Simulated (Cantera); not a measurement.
**Equilibrium for roasting and sulfation: MgO + H2S + H2O**

Feed: 1 mol MgO, 0.089 mol H2S, 0.45 mol H2O, equilibrated at 13300 Pa.

Method: chemical equilibrium by Gibbs-energy minimisation in Cantera with the NASA 1993 tables (ideal gas, pure condensed phases). Candidate condensed phases: H2O, H2SO4, Mg, MgO, Mg(OH)2, MgS, MgSO4, S; 26 gas species. Gases not in the tables: S3 to S7. Kinetics and transport are ignored.

| T (K) | log p H2O | log p H2 | log p H2S | log p S2 | log p SO2 | log p SH | n MgO(s) |
|---|---|---|---|---|---|---|---|
| 1048 | -0.96 | -2.31 | -1.76 | -2.73 | -3.40 | -5.43 | 1.00 |
| 1098 | -0.97 | -2.19 | -1.79 | -2.62 | -3.28 | -5.15 | 1.00 |
| 1148 | -0.97 | -2.09 | -1.83 | -2.53 | -3.16 | -4.90 | 1.00 |
| 1198 | -0.98 | -2.01 | -1.88 | -2.45 | -3.04 | -4.67 | 1.00 |
| 1248 | -0.98 | -1.93 | -1.93 | -2.39 | -2.94 | -4.47 | 1.00 |
| 1298 | -0.99 | -1.87 | -1.99 | -2.34 | -2.83 | -4.30 | 1.00 |
| 1348 | -0.99 | -1.81 | -2.05 | -2.31 | -2.74 | -4.14 | 1.00 |
| 1398 | -1.00 | -1.76 | -2.11 | -2.28 | -2.65 | -4.00 | 1.00 |
| 1448 | -1.01 | -1.71 | -2.17 | -2.27 | -2.56 | -3.87 | 1.00 |
| 1498 | -1.01 | -1.67 | -2.24 | -2.26 | -2.49 | -3.76 | 1.00 |
| 1548 | -1.02 | -1.63 | -2.30 | -2.26 | -2.42 | -3.66 | 1.00 |
log p: log10 of the partial pressure in bar; n: condensed amount in mol.

From 1048 K to 1548 K the condensed part is MgO(s).
